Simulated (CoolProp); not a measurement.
Values from CoolProp's reference Helmholtz-energy equation of state, Lemmon 2013.

Problem. For propylene, give the phase and the cp (kJ/(kg K)), cv (kJ/(kg K)), Joule-Thomson coefficient (K/MPa), viscosity (µPa s) at 19.75 °C and 976 kPa; 19.75 °C and 1630 kPa.

Solution. 
- 19.75 °C and 976 kPa: gas; cp 1.87, cv 1.43, Joule-Thomson coefficient 22.2, viscosity 8.62
- 19.75 °C and 1630 kPa: liquid; cp 2.59, cv 1.53, Joule-Thomson coefficient -0.0248, viscosity 101

Viscosity comes from a separate model (Huber 2003), an estimate that may be off by 10 % or more.
